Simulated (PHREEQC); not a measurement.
Acid rinse or clean

Solution (25 °C): 0.024 mol HCl, 0.072 mol ZnSO4 and 0.00012 mol MnSO4 per kg of water. It is in equilibrium with CO2 at log p = 0 (atm). Otherwise closed; pH follows from the charge balance.

Equilibrium calculation in PHREEQC: ion-association model, phreeqc.dat.

Each row changes one thing in this solution. Precipitation was switched off in this run.

| case | pH | ionic strength (mol/kgw) | SO4-2 (mol/kgw) | HSO4- (mol/kgw) | (CO2)2 (mol/kgw) | HCO3- (mol/kgw) |
|---|---|---|---|---|---|---|
| as made | 1.98 | 0.171 | 0.0264 | 0.0110 | 2.02e-5 | 1.90e-6 |
| MnSO4 from 0.00012 to 0.000108 mol/kgw | 1.98 | 0.171 | 0.0264 | 0.0110 | 2.02e-5 | 1.90e-6 |
| HCl left out | 3.85 | 0.150 | 0.0306 | 0.000180 | 2.03e-5 | 0.000139 |
| MnSO4 left out | 1.98 | 0.171 | 0.0264 | 0.0110 | 2.02e-5 | 1.90e-6 |
| MnSO4 from 0.00012 to 0.000132 mol/kgw | 1.98 | 0.171 | 0.0264 | 0.0110 | 2.02e-5 | 1.90e-6 |
| ZnSO4 replaced by Fe2(SO4)3 at the same molality | 2.11 | 0.214 | 0.0419 | 0.0122 | 2.00e-5 | 2.58e-6 |
| diluted 2-fold with water | 2.21 | 0.0916 | 0.0161 | 0.00465 | 2.06e-5 | 3.10e-6 |
| temperature from 25 to 85 °C | 2.35 | 0.156 | 0.0232 | 0.0183 | 1.03e-5 | 1.59e-6 |

Some of these states are supersaturated (in Hematite (slow to form), Goethite (slow to form), for instance). Away from 25 °C the constants follow the database's enthalpies or fits; those with neither stay at their 25 °C values.
